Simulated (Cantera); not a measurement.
**Thermodynamics of halide evaporation, hydrolysis and transport, feed CsCl + O₂ + H₂ + H₂O**

Feed: 1 mol CsCl, 0.64 mol O₂, 0.14 mol H₂, 0.21 mol H₂O, at 0.100 bar.

Cantera equilibrium calculation (NASA polynomials, part measured and part estimated; ideal gas, pure solids and liquids). Candidate condensed phases: Cs, CsCl, CsOH, H₂O; 22 gas species. The numbers say what is thermodynamically allowed, not how fast it happens.

```csv
T (K),x O₂,x CsCl,x H₂O,x Cs₂Cl₂,x CsOH,n CsCl(l)
973,0.616,0.00408,0.378,0.00212,1.33e-5,0.992
1048,0.603,0.0177,0.370,0.00854,5.02e-5,0.967
1123,0.564,0.0619,0.346,0.0275,0.000153,0.882
1198,0.462,0.181,0.283,0.0737,0.000376,0.594
1273,0.328,0.363,0.201,0.106,0.000675,0
1348,0.315,0.430,0.192,0.0605,0.00104,0
1423,0.306,0.471,0.187,0.0324,0.00149,0
1498,0.302,0.493,0.183,0.0172,0.00203,0
1573,0.299,0.504,0.181,0.00931,0.00268,0
1648,0.298,0.509,0.180,0.00525,0.00345,0
1723,0.297,0.512,0.178,0.00308,0.00433,0
1798,0.297,0.512,0.176,0.00189,0.00534,0
1873,0.296,0.512,0.175,0.00120,0.00648,0
```
x: gas mole fraction; n: condensed amount in mol.

From 973 K to 1198 K the condensed part is CsCl(l). From 1273 K to 1873 K nothing is condensed. The main Cs-bearing gas is Cs₂Cl₂ at 973 K and CsCl at 1873 K.
